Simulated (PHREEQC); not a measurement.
Consider water at 5 °C with 0.00042 mol MgSO4 and 0.00091 mol NaHCO3 per kg of water. Closed to the air; pH follows from the charge balance.

The numbers come from PHREEQC with the ion-association model, phreeqc.dat.

```yaml
pH: 8.44
ionic_strength: 0.00253 mol/kgw
specific_conductance: 107 µS/cm
total_alkalinity: 0.910 meq/kg
```

```
species  molality  activity   log γ
-------  --------  --------  ------
Na+      0.000908  0.000861  -0.023
HCO3-    0.000887  0.000841  -0.023
SO4-2    0.000404  0.000327  -0.092
Mg+2     0.000401  0.000325  -0.091
MgSO4     1.44e-5   1.44e-5   0.000
CO2       1.01e-5   1.01e-5   0.000
CO3-2     7.96e-6   6.45e-6  -0.091
MgHCO3+   3.23e-6   3.07e-6  -0.023
MgCO3     1.47e-6   1.47e-6   0.000
```

No solid was allowed to form. Constants without temperature data keep their 25 °C values here.
